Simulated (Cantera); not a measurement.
Si₃H₈ + Cl₂ + H₂ (silicon epitaxy and polysilicon growth)

Feed: 1 mol Si₃H₈, a varied amount of Cl₂, 13 mol H₂, at 1073 K and 270 Torr.

Method: chemical equilibrium by Gibbs-energy minimisation in Cantera with the NASA 1993 tables (ideal gas, pure condensed phases). Candidate condensed phases: Si; 19 gas species. The feed counts by its element totals alone. The tables' values for SiCl₃ are old estimates; treat these amounts as uncertain. Rates play no part.

From 0.018 mol Cl₂ to 0.69 mol Cl₂ the condensed part is Si(s). The main Si-bearing gas is SiHCl₃ at 0.018 mol Cl₂ and SiCl₄ at 0.69 mol Cl₂. The share of Si in condensed phases is highest at 0.018 mol Cl₂ (100.0 %) and lowest at 0.69 mol Cl₂ (89.2 %).

| n(Cl₂) (mol) | log p H₂ | log p HCl | log p SiCl₄ | log p SiHCl₃ | n Si(s) |
|---|---|---|---|---|---|
| 0.018 | -0.44 | -3.14 | -6.00 | -5.22 | 3.00 |
| 0.034 | -0.45 | -2.90 | -5.05 | -4.50 | 3.00 |
| 0.062 | -0.45 | -2.71 | -4.29 | -3.94 | 2.99 |
| 0.11 | -0.45 | -2.57 | -3.72 | -3.51 | 2.97 |
| 0.21 | -0.45 | -2.44 | -3.21 | -3.13 | 2.92 |
| 0.38 | -0.45 | -2.35 | -2.82 | -2.83 | 2.84 |
| 0.69 | -0.46 | -2.26 | -2.47 | -2.57 | 2.68 |
log p: log10 of the partial pressure in bar; n: condensed amount in mol.
